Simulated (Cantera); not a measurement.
A perfectly stirred reactor is fed with CH4 : H2O : H2 = 1 : 0.3 : 0.083 (molar parts), at 760 Torr; it is held at 1950 K, and followed from long to short residence time.

Detailed kinetics in Cantera: GRI-Mech 3.0 (53 species, 325 reactions). GRI-Mech 3.0 stops at C3 and has no aromatics, soot or wall deposition, so with more carbon than oxygen in the feed, carbon stays in small species such as C2H2 where larger ones or solid carbon would form.

Task: What does this change do: H2O 0.3 to 0.19 parts?

Result: 
```csv
quantity,before,after
x(CH4) at τ = 0.840 s,0.00956,0.00993
x(H2O) at τ = 0.840 s,0.00469,0.00265
x(H2) at τ = 0.840 s,0.746,0.748
x(CH3) at τ = 0.840 s,0.000250,0.000260
x(CH2O) at τ = 0.840 s,4.80e-8,3.17e-8
x(CH4) at τ = 5.60 ms,0.0885,0.0943
x(H2O) at τ = 5.60 ms,0.108,0.0724
x(H2) at τ = 5.60 ms,0.609,0.632
x(CH3) at τ = 5.60 ms,0.00227,0.00235
x(CH2O) at τ = 5.60 ms,3.30e-6,2.17e-6
```
